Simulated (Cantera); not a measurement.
Input: 1 mol SiH2Cl2, 2.6 mol NH3, 46 mol H2, at 1748 K and 0.0170 bar.

Cantera equilibrium calculation (NASA polynomials, part measured and part estimated; ideal gas, pure solids and liquids). Candidate condensed phases: NH4Cl, Si, Si3N4; 28 gas species. The tables' values for SiCl are old estimates; treat these amounts as uncertain. Gases not in the tables: Si2H6 and higher silanes. Rates play no part.

Base state: H2 0.940, HCl 0.0307, N2 0.0244, SiCl2 0.00335, H 0.00170, Si 8.56e-5, Cl 4.29e-5, SiCl 4.21e-5 (mole fractions); condensed: Si(l).

### Question
What changes in the equilibrium state with this change: temperature from 1748 K to 1500 K?

### Answer
| species | before | after |
|---|---|---|
| H2 | 0.940 | 0.950 |
| HCl | 0.0307 | 0.0350 |
| N2 | 0.0244 | 0.0130 |
| SiCl2 | 0.00335 | 0.00148 |
| Si | 8.56e-5 | 2.21e-7 |
| SiH | 1.44e-5 | 9.03e-8 |
| SiCl | 4.21e-5 | 7.56e-7 |
| SiH2 | 1.93e-5 | 5.09e-7 |
| Si(l), mol | 0.812 | 0 |
| Si3N4(s), mol | 0 | 0.307 |
The tables' values for SiCl3 are old estimates; treat these amounts as uncertain.
